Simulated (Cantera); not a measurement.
Input (Python, Cantera) and output of one run.

```python
import numpy as np
import cantera as ct

gas_names = [...]  # 110 gases of nasa_gas.yaml made of C, H, O
cond_names = """
    C(gr) C6H6(L) C7H8(L) C8H18(L),n-octa H2O(s) H2O(L)
""".split()


# ... load() reads the species with a 1 bar reference pressure and builds the phases ...
atoms = {
    'CO2': {'C': 1, 'O': 2},
    'H2': {'H': 2},
    'O2': {'O': 2},
}
top_T = {'C(gr)': 4500}  # K; cautious upper limits of use, not melting points


# ... equilibrate(T, P, feed) seeds the gas with the atoms and calls Mixture.equilibrate('TP', solver="vcs", rtol=1e-11, max_steps=5000) ...
results = []
feed = {'CO2': 1, 'H2': 0.74, 'O2': 7.1}  # mol
P = 1333.22  # Pa
for T in [1550, 1625, 1700, 1775, 1850, 1925, 2000, 2075]:
    mix = equilibrate(T, P, feed)
    results.append((T, P, feed, dict(zip(mix.species_names, mix.species_moles))))

top = {s: max(r[3][s] / sum(r[3][g] for g in gas_names) for r in results) for s in gas_names}
cols = sorted((s for s in top if top[s] > 0.001), key=lambda s: -top[s])[:9]
seen = [c for c in cond_names if any(r[3].get(c, 0) > 1e-12 for r in results)]
print("log10 of partial pressures in bar; condensed amounts in mol")
print(f"{'T/K':>10s}" + "".join(f"{s[:9]:>10s}" for s in cols + seen))
for T, P, feed, n in results:
    ng = sum(n[g] for g in gas_names)
    print(f"{T:10.4g}" + "".join(f"{np.log10(max(n[s] / ng * P / 1e5, 1e-99)):10.3f}" for s in cols)
          + "".join(f"{n.get(c, 0):10.4g}" for c in seen))
```

Output:

```
log10 of partial pressures in bar; condensed amounts in mol
       T/K        O2       CO2       H2O        OH         O        CO
      1550    -1.975    -2.803    -2.935    -5.215    -6.094    -6.811
      1625    -1.975    -2.803    -2.936    -4.963    -5.698    -6.375
      1700    -1.975    -2.804    -2.938    -4.733    -5.337    -5.979
      1775    -1.976    -2.804    -2.940    -4.522    -5.007    -5.617
      1850    -1.977    -2.805    -2.944    -4.330    -4.703    -5.285
      1925    -1.978    -2.807    -2.949    -4.154    -4.423    -4.980
      2000    -1.979    -2.811    -2.957    -3.993    -4.164    -4.700
      2075    -1.982    -2.817    -2.969    -3.846    -3.924    -4.443
```

Cantera equilibrium calculation (NASA polynomials, part measured and part estimated; ideal gas, pure solids and liquids).
